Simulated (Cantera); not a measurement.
A Cantera script and what it prints.

```python
import numpy as np
import cantera as ct

gas_names = """
    B BH BH2 BH3 BN B2 H H2 N NH NH2 NH3 N2 N2H2 N2H4
""".split()
cond_names = """
    B(b) B(L) BN(s)
""".split()


# ... load() reads the species with a 1 bar reference pressure and builds the phases ...
atoms = {
    'B2H6': {'B': 2, 'H': 6},
    'N2': {'N': 2},
}
top_T = {'BN(s)': 3200}  # K; cautious upper limits of use, not melting points


# ... equilibrate(T, P, feed) seeds the gas with the atoms and calls Mixture.equilibrate('TP', solver="vcs", rtol=1e-11, max_steps=5000) ...
results = []
feed = {'B2H6': 1, 'N2': 4.5}  # mol
T = 1325  # K
P = 620  # Pa
mix = equilibrate(T, P, feed)
results.append((T, P, feed, dict(zip(mix.species_names, mix.species_moles))))
print(gas.report(threshold=1e-06))
for i in range(1, mix.n_phases):
    print(f"{mix.phase(i).name:16s} {mix.phase_moles(i):12.5e} mol")
```

It prints:

```
       temperature   1325 K
          pressure   620 Pa
           density   0.00090129 kg/m^3
  mean mol. weight   16.015 kg/kmol
   phase of matter   gas

                          1 kg             1 kmol
                     ---------------   ---------------
          enthalpy        1.9732e+06          3.16e+07  J
   internal energy        1.2853e+06        2.0583e+07  J
           entropy             16027        2.5667e+05  J/K
    Gibbs function       -1.9262e+07       -3.0848e+08  J
 heat capacity c_p            2059.9             32989  J/K
 heat capacity c_v            1540.7             24674  J/K

                      mass frac. Y      mole frac. X     chem. pot. / RT
                     ---------------   ---------------   ---------------
                 H        8.8808e-07         1.411e-05           -12.053
                H2          0.058099           0.46153           -24.105
                N2            0.9419           0.53846           -31.341
     [  +12 minor]        1.7065e-07        1.6048e-07

B(b)              0.00000e+00 mol
BN(s)             2.00000e+00 mol
```

Equilibrium computed with Cantera from the NASA thermochemical tables; the gas is ideal and each condensed phase is pure. The feed counts by its element totals alone. N2 is the only nitrogen source here; it is nearly inert below about 1500 K, so the nitride shown seldom forms there in practice.
